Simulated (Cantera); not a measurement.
A closed system holds: 1 mol Cr₂O₃, 150 mol H₂, 25 mol N₂, held at 10.0 Pa.

Method: chemical equilibrium by Gibbs-energy minimisation in Cantera with the NASA 1993 tables (ideal gas, pure condensed phases). Candidate condensed phases: Cr, CrN, Cr₂N, Cr₂O₃, H₂O; 29 gas species. Mutual solubility and eutectic melting of coexisting phases are not modelled. Equilibrium is a limit: real reactors are often held back by kinetics, nucleation or transport.

Question: Which condensed phases are stable at each of these points (T (°C)): 927, 1027, 1127, 1227, 1327, 1427, 1527, 1627, 1727?

Answer: 
```tsv
T (°C)	condensed phases	Cr condensed (%)
927	Cr(s) + Cr₂O₃(s)	100.0
1027	Cr(s) + Cr₂O₃(s)	99.6
1127	Cr₂O₃(s)	96.2
1227	Cr₂O₃(s)	85.8
1327	Cr₂O₃(s)	55.6
1427	gas only	0.0
1527	gas only	0.0
1627	gas only	0.0
1727	gas only	0.0
```

From 927 °C to 1027 °C the condensed part is Cr(s) + Cr₂O₃(s). From 1127 °C to 1327 °C the condensed part is Cr₂O₃(s). From 1427 °C to 1727 °C nothing is condensed.
